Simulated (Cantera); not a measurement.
Input: 1 mol MgCl2, 0.27 mol HCl, 0.73 mol H2, equilibrated at 1198.15 K.

Equilibrium computed with Cantera from the NASA thermochemical tables; the gas is ideal and each condensed phase is pure. Candidate condensed phases: Mg, MgCl2; 10 gas species. Rates play no part.

x: gas mole fraction; n: condensed amount in mol.

```csv
P (Pa),x H2,x MgCl2,x HCl,x Mg,x H,n MgCl2(l)
0.100,0.363,0.498,0.138,0.00156,0.000115,0
1.60,0.365,0.500,0.135,(withheld),(withheld),0
25,0.365,0.500,0.135,6.57e-6,7.28e-6,0
400,0.365,0.500,0.135,4.10e-7,1.82e-6,0
6300,(withheld),(withheld),(withheld),(withheld),(withheld),(withheld)
100000,0.724,0.00825,0.268,1.37e-11,1.62e-7,0.992
```

Fill in the missing entries.


- 1.60, x Mg: 0.000102
- 1.60, x H: 2.88e-5
- 6300, x H2: 0.634
- 6300, x MgCl2: 0.131
- 6300, x HCl: 0.235
- 6300, x Mg: 3.93e-9
- 6300, x H: 6.05e-7
- 6300, n MgCl2(l): 0.849
